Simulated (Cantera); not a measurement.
Thermodynamics of chlorosilane synthesis and conversion, feed SiCl4 + Cl2 + H2

Input: 1 mol SiCl4, 1 mol Cl2, a varied amount of H2, at 950 K and 1300000 Pa.

Method: chemical equilibrium by Gibbs-energy minimisation in Cantera with the NASA 1993 tables (ideal gas, pure condensed phases). Candidate condensed phases: Si; 19 gas species. The numbers say what is thermodynamically allowed, not how fast it happens.

| n(H2) (mol) | x H2 | x HCl | x SiCl4 | x Cl2 | x SiHCl3 | x Cl | x SiCl3 |
|---|---|---|---|---|---|---|---|
| 0.91 | 1.13e-10 | 0.625 | 0.344 | 0.0309 | <1e-12 | 8.63e-6 | 6.58e-11 |
| 1.1 | 0.0322 | 0.645 | 0.323 | 1.16e-10 | 7.38e-5 | 5.28e-10 | 1.01e-6 |
| 1.4 | 0.117 | 0.589 | 0.294 | 2.64e-11 | 0.000269 | 2.52e-10 | 1.92e-6 |
| 1.7 | 0.189 | 0.541 | 0.270 | 1.39e-11 | 0.000432 | 1.83e-10 | 2.44e-6 |
| 2.1 | 0.268 | 0.488 | 0.243 | 7.99e-12 | 0.000611 | 1.39e-10 | 2.90e-6 |
| 2.6 | 0.347 | 0.436 | 0.217 | 4.90e-12 | 0.000791 | 1.09e-10 | 3.29e-6 |
| 3.1 | 0.411 | 0.393 | 0.195 | 3.37e-12 | 0.000935 | 9.01e-11 | 3.58e-6 |
| 3.9 | 0.490 | 0.340 | 0.168 | 2.11e-12 | 0.00111 | 7.13e-11 | 3.90e-6 |
| 4.8 | 0.558 | 0.295 | 0.146 | 1.40e-12 | 0.00126 | 5.81e-11 | 4.14e-6 |
| 5.9 | 0.619 | 0.255 | 0.125 | <1e-12 | 0.00140 | 4.75e-11 | 4.35e-6 |
| 7.2 | 0.672 | 0.219 | 0.107 | <1e-12 | 0.00151 | 3.92e-11 | 4.51e-6 |
| 8.9 | 0.723 | 0.185 | 0.0901 | <1e-12 | 0.00161 | 3.20e-11 | 4.65e-6 |
x: gas mole fraction; nothing condenses.

From 0.91 mol H2 to 8.9 mol H2 nothing is condensed. The main Si-bearing gas is SiCl4 throughout.
